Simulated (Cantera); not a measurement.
Adiabatic ignition

An adiabatic, constant-pressure homogeneous reactor starts with H₂ : O₂ : N₂ = 1 : 1.09 : 4.09 (molar parts), equivalence ratio 0.46, at 1475 K and 3.60 bar.

Model: GRI-Mech 3.0 (53 species, 325 reactions), integrated in Cantera. The hydrogen kinetics of GRI-Mech 3.0 are dated; newer H2 mechanisms differ, most at raised pressure.

```
t (s)     T (K)     x H₂    x O₂    x HO₂     x N₂O    x H₂O      x O
--------  -----  -------  ------  -------  --------  -------  -------
2.00e-6    1475    0.162   0.176  8.98e-6  5.50e-11  7.56e-5  1.49e-5
8.29e-6    2197   0.0115  0.0950  4.20e-5   7.45e-7    0.141   0.0182
3.44e-5    2505  0.00241  0.0994  1.51e-5   1.42e-6    0.165  0.00350
0.000143   2522  0.00185  0.0998  1.54e-5   1.39e-6    0.167  0.00270
0.000591   2520  0.00184  0.0993  1.53e-5   1.39e-6    0.167  0.00267
0.00245    2514  0.00180  0.0976  1.48e-5   1.39e-6    0.167  0.00257
0.0102     2501  0.00173  0.0942  1.40e-5   1.43e-6    0.168  0.00237
0.0421     2498  0.00171  0.0931  1.38e-5   1.45e-6    0.168  0.00232
0.175      2498  0.00171  0.0931  1.38e-5   1.45e-6    0.168  0.00232
0.724      2498  0.00171  0.0931  1.38e-5   1.45e-6    0.168  0.00232
3.00       2498  0.00171  0.0931  1.38e-5   1.45e-6    0.168  0.00232
```
x: mole fraction; the columns are a selection and need not sum to one.

```
Property                                                            Result
---------------------------------  ---------------------------------------
time of steepest temperature rise                                  4.46 µs
temperature at 3.00 s                                               2498 K
equilibrium temperature                                             2498 K
x(H₂) at 3.00 s                    0.00171 (gas-phase equilibrium 0.00171)
x(O₂) at 3.00 s                      0.0931 (gas-phase equilibrium 0.0931)
x(HO₂) at 3.00 s                   1.38e-5 (gas-phase equilibrium 1.38e-5)
```
